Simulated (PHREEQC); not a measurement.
# Metal-bearing waste water

Dissolve 0.011 mol/kgw CdCl2, 8.6e-05 mol/kgw NaF and 0.00029 mol/kgw NaCl at 55 °C. Closed to the air; pH follows from the charge balance.

All values are PHREEQC results (ion-association model, phreeqc.dat), not measurements.

This is a speciation only: nothing precipitates in the calculation.

Problem. Predict the pH, ionic strength.

Solution. pH 5.69; ionic strength 0.0221 mol/kgw.

Problem. In which forms is Cd present?

Solution. Cd+2 50 %, CdCl+ 47 %, CdCl2 2.6 % of the Cd.

Species that the database lacks are ignored. Constants without temperature data keep their 25 °C values here.
